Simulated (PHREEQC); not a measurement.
A PHREEQC input (ion-association model, phreeqc.dat):

```
SOLUTION 1
  temp 20
  units mg/L
  pH 5.99
  pe 12.2
  Na 0.413
  K 0.00022
  Ca 4.62
  Mg 3
  Cl 2.58
  S(6) 3.93 as SO4
  Alkalinity 20.6 as HCO3
  B 0.0062
  Cd 0.0521
END
USE solution 1
EQUILIBRIUM_PHASES 1
  CO2(g -2 10
END
```

It stops with these messages:

```
ERROR: Phase not found in database, CO2(g.
ERROR: Calculations terminating due to input errors.
```

The fault: the phase CO2(g) misspelt. The line should read `CO2(g)` where the input has `CO2(g`. With the mend the run ends at pH 6.30 and ionic strength 0.000768 mol/kgw.
